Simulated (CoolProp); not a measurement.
A simple Rankine cycle with fluoroethane (R161): condensing at 292.15 K, boiler at 2.2 MPa, turbine inlet 373.7 K, turbine efficiency 0.8, pump efficiency 0.7, no recuperator. Each further row changes one setting.

Model: reference Helmholtz-energy equation of state, Wu 2012, in CoolProp.

```
case                             thermal efficiency (%)  net work (kJ/kg)  heat in (kJ/kg)  turbine exit temperature (K)  volume ratio over the turbine
-------------------------------  ----------------------  ----------------  ---------------  ----------------------------  -----------------------------
as stated                                             ?              40.0              442                             ?                           2.72
turbine inlet 393.7 K                               9.2              44.0              478                             ?                           2.70
condensing temperature 284.15 K                       ?              49.0                ?                             ?                           3.39
boiler pressure 1.54 MPa                            6.3                 ?              457                         345.1                              ?
turbine efficiency 0.7                              7.8              34.6              442                         331.2                           2.76
```

Problem. Complete the blanks.

Solution. 
- as stated, thermal efficiency (%): 9.0
- as stated, turbine exit temperature (K): 327.6
- turbine inlet 393.7 K, turbine exit temperature (K): 349.0
- condensing temperature 284.15 K, thermal efficiency (%): 10.7
- condensing temperature 284.15 K, heat in (kJ/kg): 460
- condensing temperature 284.15 K, turbine exit temperature (K): 318.3
- boiler pressure 1.54 MPa, net work (kJ/kg): 28.6
- boiler pressure 1.54 MPa, volume ratio over the turbine: 1.91
